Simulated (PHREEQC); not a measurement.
Dissolve 4.6 mmol/kgw CuSO4 at 20 °C. Closed to the air; pH follows from the charge balance.

The numbers come from PHREEQC with the ion-association model, wateq4f.dat.

The ionic strength comes out as 0.0144 mol/kgw. What activity coefficients do HSO4-, Cu+2, H+, CuOH+, SO4-2 get?

HSO4- 0.89, Cu+2 0.64, H+ 0.90, CuOH+ 0.89, SO4-2 0.63.

This is a speciation only: nothing precipitates in the calculation. Saturation is exceeded, for instance for Brochantite, Antlerite; the values hold only as long as no solid forms. Species that the database lacks are ignored.
